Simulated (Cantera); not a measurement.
Input: 1 mol Pb, 0.0043 mol O₂, 230 mol H₂, equilibrated at 1075 K and 0.100 bar.

Equilibrium computed with Cantera from the NASA thermochemical tables; the gas is ideal and each condensed phase is pure. Candidate condensed phases: H₂O, Pb, PbO, PbO₂, Pb₃O₄; 12 gas species. The numbers say what is thermodynamically allowed, not how fast it happens.

Base state: H₂ 0.999, Pb 0.000759, H₂O 3.74e-5 (mole fractions); condensed: Pb(l).

Q: What changes in the equilibrium state with this change: temperature from 1075 K to 1123.15 K?

A: 
```csv
species,before,after
H₂,0.999,0.998
Pb,0.000759,0.00183
H₂O,3.74e-5,3.73e-5
"Pb(l), mol",0.825,0.578
```
